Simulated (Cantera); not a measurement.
Feed: 1 mol CO₂, 0.15 mol H₂O, 1.4 mol H₂, 0.0064 mol SO₂, held at 1698.15 K and 22000 Pa.

Method: chemical equilibrium by Gibbs-energy minimisation in Cantera with the NASA 1993 tables (ideal gas, pure condensed phases). Candidate condensed phases: C, C₆H₆, C₇H₈, C₈H₁₈, H₂O, H₂SO₄, S; 123 gas species. Kinetics and transport are ignored.

Base state: H₂O 0.345, CO 0.282, H₂ 0.260, CO₂ 0.110, H₂S 0.00177, SO₂ 0.000277, H 0.000157, SH 0.000154 (mole fractions); condensed: gas only.

Problem. What changes in the equilibrium state with this change: temperature from 1698.15 K to 1875 K?

Solution. 
```
species    before     after
-------  --------  --------
H₂O         0.345     0.354
CO          0.282     0.292
H₂          0.260     0.252
CO₂         0.110    0.0997
OH        1.07e-5   7.68e-5
H        0.000157  0.000701
```

Problem. What changes in the equilibrium state with this change: temperature from 1698.15 K to 1323 K?

Solution. 
```
species   before    after
-------  -------  -------
H₂O        0.345    0.313
H₂         0.260    0.293
CO         0.282    0.249
CO₂        0.110    0.143
OH       1.07e-5  2.83e-8
SO       6.26e-5  2.16e-7
```
